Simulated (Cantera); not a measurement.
A closed system holds: 1 mol SiHCl3, 1.1 mol N2, equilibrated at 900 K and 0.0110 bar.

These are equilibrium values from Cantera (NASA tables, ideal gas, pure condensed phases), not measurements of a reactor. Candidate condensed phases: NH4Cl, Si, Si3N4; 28 gas species. N2 is the only nitrogen source here; it is nearly inert below about 1500 K, so the nitride shown seldom forms there in practice. The tables' values for SiCl3 are old estimates; treat these amounts as uncertain. Kinetics and transport are ignored.

Base state: N2 0.368, HCl 0.294, SiCl4 0.261, H2 0.0764, SiHCl3 0.000193, SiCl3 2.77e-5 (mole fractions); condensed: Si3N4(s).

Problem. What changes in the equilibrium state with this change: N2 from 1.1 to 43 mol?

Solution. 
| species | before | after |
|---|---|---|
| N2 | 0.368 | 0.967 |
| HCl | 0.294 | 0.0202 |
| SiCl4 | 0.261 | 0.0119 |
| H2 | 0.0764 | 0.00122 |
| SiHCl3 | 0.000193 | 2.05e-6 |
| SiCl3 | 2.77e-5 | 2.33e-6 |
| Si3N4(s), mol | 0.138 | 0.158 |
